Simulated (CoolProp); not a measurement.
Model: reference Helmholtz-energy equation of state, Span 1996, in CoolProp.

Give the vapour pressure (MPa), liquid cp (kJ/(kg K)), vapour Z, surface tension (mN/m) of saturated carbon dioxide at 230.4, 238.9 K.


```tsv
T (K)	p (MPa)	liquid cp (kJ/(kg K))	vapour Z	surface tension (mN/m)
230.4	0.907	2.00	0.882	13.3
238.9	1.23	2.04	0.853	11.4
```

Surface tension comes from a separate correlation (Mulero 2012).
